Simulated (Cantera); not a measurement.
Na₂CO₃ + C + H₂ (calcination and drying)

Charge: 1 mol Na₂CO₃, 0.007 mol C, a varied amount of H₂, held at 0.000140 bar.

Equilibrium computed with Cantera from the NASA thermochemical tables; the gas is ideal and each condensed phase is pure. Candidate condensed phases: C, C₆H₆, C₇H₈, C₈H₁₈, H₂O, Na, NaOH, NaO₂, Na₂CO₃, Na₂O, Na₂O₂; 117 gas species. Equilibrium is a limit: real reactors are often held back by kinetics, nucleation or transport.

Stable condensed phases:

```
T in °C \ n(H₂) in mol
         0.17  0.2 0.23 0.27 0.32 0.38 0.44 0.51  0.6  0.7 0.82 0.96
   1677     A    A    A    A    A    A    A    A    A    A    A    A
   1577     A    A    A    A    A    A    A    A    A    A    A    A
   1477     A    A    A    A    A    A    A    A    A    A    A    A
   1377     A    A    A    A    A    A    A    A    A    A    A    A
   1277     A    A    A    A    A    A    A    A    A    A    A    A
   1177     A    A    A    A    A    A    A    A    A    A    A    A
   1077     A    A    A    A    A    A    A    A    A    A    A    A
    977     B    B    B    B    B    B    B    B    A    A    A    A
    877     B    B    B    B    B    B    B    B    B    B    B    A
```

A: gas only; B: Na₂CO₃.
